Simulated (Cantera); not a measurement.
Feed: 1 mol Si, 0.054 mol H2O, 2.2 mol H2, at 1202 °C.

Cantera equilibrium calculation (NASA polynomials, part measured and part estimated; ideal gas, pure solids and liquids). Candidate condensed phases: H2O, Si, SiO2; 18 gas species. Mutual solubility and eutectic melting of coexisting phases are not modelled. The tables hold silica as quartz up to 1696 K and as liquid above; real silica turns to tridymite and cristobalite and melts near 1996 K. Kinetics and transport are ignored.

Question: What share of the Si ends up in condensed phases as a function of P (Pa), at 0.100, 2.50, 63, 1600, 40000, 1000000?

Answer: 
| P (Pa) | Si condensed (%) | as |
|---|---|---|
| 0.100 | 93.2 | Si(s) |
| 2.50 | 94.5 | Si(s) |
| 63 | 94.6 | Si(s) |
| 1600 | 95.3 | Si(s) + SiO2(β-quartz) |
| 40000 | 99.8 | Si(s) + SiO2(β-quartz) |
| 1000000 | 100.0 | Si(s) + SiO2(β-quartz) |
